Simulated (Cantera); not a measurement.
Mixture: CH₄ : CO : O₂ : N₂ = 1 : 0.26 : 1.94 : 7.28 (molar parts), equivalence ratio 1.1, at 6.10 bar, adiabatic and at constant volume. Ignition delay is the time to a rise of 400 K.

Model: GRI-Mech 3.0 (53 species, 325 reactions), integrated in Cantera.

Question: What does this change do: 0.02 parts H2 added?

Answer: 
```json
[
 {"quantity": "delay at 1048 K", "before": "0.110 s", "after": "59.8 ms"},
 {"quantity": "delay at 1123 K", "before": "32.3 ms", "after": "21.4 ms"},
 {"quantity": "delay at 1198 K", "before": "10.8 ms", "after": "8.06 ms"},
 {"quantity": "delay at 1273 K", "before": "3.96 ms", "after": "3.20 ms"},
 {"quantity": "delay at 1348 K", "before": "1.57 ms", "after": "1.33 ms"},
 {"quantity": "delay at 1423 K", "before": "0.668 ms", "after": "0.586 ms"},
 {"quantity": "delay at 1498 K", "before": "0.301 ms", "after": "0.271 ms"},
 {"quantity": "apparent activation energy between 1348 and 1498 K", "before": "190 kJ/mol", "after": "180 kJ/mol"}
]
```
